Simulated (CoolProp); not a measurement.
Vapour pressure (bar) of hydrogen chloride: the reference equation beside estimates from Tc = 324.7 K, pc = 83.14 bar, ω = 0.130. Clausius-Clapeyron is anchored at 247 K with a constant enthalpy of vaporisation of 13.29 kJ/mol.

Values from CoolProp's reference Helmholtz-energy equation of state, Thol 2018.

```csv
T (K),reference,Clausius-Clapeyron,Redlich-Kwong,Peng-Robinson
247,12.21,12.21,14.14,12.26
251.6,14.09,13.74,16.23,14.17
256.3,16.23,15.44,18.58,16.34
260.9,18.54,17.23,21.10,18.70
265.5,21.09,19.16,23.85,21.29
270.1,23.89,21.23,26.83,24.14
274.8,27.03,23.49,30.13,27.33
279.4,30.38,25.85,33.61,30.74
284,34.03,28.36,37.35,34.46
```

Absolute difference from the reference over all 9 rows, mean and median: Clausius-Clapeyron 8.8 and 9.2 %, Redlich-Kwong 12.9 and 13.1 %, Peng-Robinson 0.9 and 0.9 %.
